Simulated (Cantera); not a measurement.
## Thermodynamics of abatement and gas-phase synthesis, feed NH3 + SO2 + O2

A closed system holds: 1 mol NH3, 0.6 mol SO2, 0.2 mol O2, at 10000 Pa.

Method: chemical equilibrium by Gibbs-energy minimisation in Cantera with the NASA 1993 tables (ideal gas, pure condensed phases). Candidate condensed phases: H2O, H2SO4, S; 35 gas species. Kinetics and transport are ignored.

| T (K) | x H2O | x H2 | x N2 | x SO2 | x SO | x S2 | x H | x S |
|---|---|---|---|---|---|---|---|---|
| 2075 | 0.388 | 0.204 | 0.202 | 0.111 | 0.0335 | 0.0395 | 0.00381 | 0.00321 |
| 2125 | 0.377 | 0.212 | 0.200 | 0.112 | 0.0386 | 0.0355 | 0.00528 | 0.00410 |
| 2175 | 0.366 | 0.218 | 0.199 | 0.113 | 0.0440 | 0.0315 | 0.00721 | 0.00513 |
| 2225 | 0.356 | 0.224 | 0.198 | 0.113 | 0.0495 | 0.0276 | 0.00970 | 0.00629 |
| 2275 | 0.346 | 0.229 | 0.197 | 0.113 | 0.0550 | 0.0239 | 0.0128 | 0.00758 |
| 2325 | 0.337 | 0.232 | 0.196 | 0.112 | 0.0604 | 0.0203 | 0.0168 | 0.00895 |
| 2375 | 0.328 | 0.235 | 0.194 | 0.111 | 0.0656 | 0.0170 | 0.0216 | 0.0104 |
x: gas mole fraction; nothing condenses.

From 2075 K to 2375 K nothing is condensed.
